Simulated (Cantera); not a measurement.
An isothermal, constant-pressure homogeneous reactor starts with CH4 : O2 : N2 = 0.012 : 0.032 : 1 (molar parts), equivalence ratio 0.75, at 1100 K and 16.8 atm.

Model: GRI-Mech 3.0 (53 species, 325 reactions), integrated in Cantera. The pressure lies above the range GRI-Mech 3.0 was tuned for (to about 10 atm). The temperature is held fixed by assumption; the heat of reaction is taken as removed at once.

x: mole fraction; the columns are a selection and need not sum to one.

| t (s) | x CH4 | x O2 | x CH3 | x NO | x C2H |
|---|---|---|---|---|---|
| 9.00e-6 | 0.0115 | 0.0307 | 3.16e-10 | <1e-12 | <1e-12 |
| 4.78e-5 | 0.0115 | 0.0307 | (withheld) | <1e-12 | <1e-12 |
| 0.000253 | 0.0115 | 0.0307 | (withheld) | <1e-12 | <1e-12 |
| 0.00134 | 0.0115 | 0.0307 | (withheld) | <1e-12 | <1e-12 |
| 0.00713 | 0.0115 | 0.0306 | (withheld) | <1e-12 | <1e-12 |
| 0.0378 | 0.0114 | 0.0306 | (withheld) | <1e-12 | <1e-12 |
| 0.201 | 5.40e-6 | 0.00924 | (withheld) | 4.07e-11 | <1e-12 |
| 1.07 | 2.19e-10 | 0.00783 | <1e-12 | 3.88e-11 | <1e-12 |
| 5.65 | <1e-12 | 0.00767 | <1e-12 | 1.04e-10 | <1e-12 |
| 30.0 | <1e-12 | 0.00766 | <1e-12 | 1.02e-9 | <1e-12 |

Q: Complete the blanks.

A: 
- 4.78e-5, x CH3: 1.71e-9
- 0.000253, x CH3: 1.02e-8
- 0.00134, x CH3: 8.82e-8
- 0.00713, x CH3: 2.88e-7
- 0.0378, x CH3: 7.97e-7
- 0.201, x CH3: 7.27e-9
